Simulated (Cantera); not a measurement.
An isothermal, constant-pressure homogeneous reactor starts with H₂ : O₂ = 0.16 : 1 (molar parts), equivalence ratio 0.080, at 1050 K and 20.0 Torr.

Detailed kinetics in Cantera: the H2/O2 subset of GRI-Mech 3.0, which has no nitrogen chemistry. Radical loss at walls, strong at low pressure, is not modelled. The temperature is held fixed by assumption; the heat of reaction is taken as removed at once.

One state of this run: x H₂ = 7.40e-10; x O₂ = 0.852; x HO₂ = 2.13e-9; x O = 8.07e-9; x H₂O = 0.148. x: mole fraction; the columns are a selection and need not sum to one.

**Question.** Which value of t (s) does it belong to?
(A) 90.0
(B) 0.000406
(C) 0.0137
(D) 0.00236

**Answer.** A, 90.0
